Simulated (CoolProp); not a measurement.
CH2F2 (R32) at 293.15 K and 1.2 MPa is throttled through a valve to 0.253 MPa with no heat exchange. Each further row changes one setting.

Values from CoolProp's reference Helmholtz-energy equation of state, Tillner-Roth 1997.

| case | temperature change (K) | final density (kg/m³) |
|---|---|---|
| as stated | -29.3 | 6.32 |
| outlet pressure 0.0759 MPa | -36.6 | 1.88 |
| outlet pressure 0.329 MPa | -26.4 | 8.24 |
